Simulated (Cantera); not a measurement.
# NO annealing gas

A perfectly stirred reactor is fed with NO : N₂ = 1 : 0.95 (molar parts), at 0.940 bar; it is held at 1775 K, and followed from long to short residence time.

Computed with Cantera and GRI-Mech 3.0 (53 species, 325 reactions).

```tsv
τ (s)	x NO	x NO₂	x N₂O	x N₂	x O	x O₂
0.36	0.482	0.000376	9.45e-5	0.503	1.46e-5	0.0152
0.14	0.500	0.000292	0.000101	0.494	1.11e-5	0.00615
0.059	0.507	0.000243	0.000102	0.490	9.30e-6	0.00256
0.024	0.510	0.000210	9.81e-5	0.488	8.12e-6	0.000962
0.0098	0.512	0.000178	8.73e-5	0.488	7.06e-6	0.000322
0.0040	0.512	0.000134	6.82e-5	0.487	5.57e-6	8.24e-5
0.0016	0.513	7.55e-5	4.38e-5	0.487	3.56e-6	1.26e-5
0.00066	0.513	3.23e-5	2.36e-5	0.487	1.99e-6	1.42e-6
0.00027	0.513	1.21e-5	1.11e-5	0.487	1.20e-6	1.76e-7
```
x: mole fraction; the columns are a selection and need not sum to one.
